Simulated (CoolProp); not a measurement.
A Linde-Hampson liquefier for CF4 (R14): isothermal reversible compression at 320 K from 1 atm to 5 MPa, throttling to 1 atm, return gas leaving the recuperator 5 K below the feed. Each further row changes one setting.

Values from CoolProp's reference Helmholtz-energy equation of state, Platzer 1990. This equation is an older, rougher fit; its heat capacities, sound speeds and derivatives of the liquid may be far off and weren't checked against measurements.

```json
[
 {"case": "as stated", "liquid yield per pass": "0.058", "compression work (kJ/kg of gas)": "114"},
 {"case": "high pressure 10 MPa", "liquid yield per pass": "0.131", "compression work (kJ/kg of gas)": "131"},
 {"case": "warm-end temperature 350 K", "liquid yield per pass": "0.040", "compression work (kJ/kg of gas)": "126"},
 {"case": "warm-end gap 10 K", "liquid yield per pass": "0.043", "compression work (kJ/kg of gas)": "114"}
]
```
